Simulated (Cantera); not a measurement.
**Pyrogenic steam for wet oxidation**

An isothermal, constant-pressure homogeneous reactor starts with H₂ : O₂ : N₂ = 0.65 : 1 : 11 (molar parts), equivalence ratio 0.33, at 1373 K and 1.00 bar.

Computed with Cantera and the H2/O2 subset of GRI-Mech 3.0, which has no nitrogen chemistry. The temperature is held fixed by assumption; the heat of reaction is taken as removed at once.

```csv
t (s),x H₂,x O₂,x H₂O₂,x O,x HO₂
0.000100,0.00312,0.0539,1.73e-6,0.00607,2.00e-5
0.000282,0.000527,0.0544,9.21e-7,0.000882,1.31e-5
0.000795,5.66e-5,0.0547,2.52e-7,9.13e-5,3.41e-6
0.00224,7.52e-6,0.0547,6.45e-8,1.36e-5,6.44e-7
0.00631,1.48e-6,0.0548,1.85e-8,3.02e-6,1.51e-7
0.0178,3.99e-7,0.0548,6.04e-9,8.69e-7,4.71e-8
0.0502,1.39e-7,0.0548,2.30e-9,3.08e-7,2.34e-8
0.141,7.46e-8,0.0548,1.28e-9,1.63e-7,1.94e-8
0.399,6.72e-8,0.0548,1.15e-9,1.45e-7,1.91e-8
1.12,6.72e-8,0.0548,1.15e-9,1.45e-7,1.91e-8
3.17,6.72e-8,0.0548,1.15e-9,1.45e-7,1.91e-8
8.93,6.72e-8,0.0548,1.15e-9,1.45e-7,1.91e-8
25.2,6.72e-8,0.0548,1.15e-9,1.45e-7,1.91e-8
71.0,6.72e-8,0.0548,1.15e-9,1.45e-7,1.91e-8
200,6.72e-8,0.0548,1.15e-9,1.45e-7,1.91e-8
```
x: mole fraction; the columns are a selection and need not sum to one.

Equilibrium at this temperature and pressure: H₂ 6.72e-8, O₂ 0.0548, H₂O₂ 1.15e-9, O 1.45e-7, HO₂ 1.91e-8 (gas phase only).
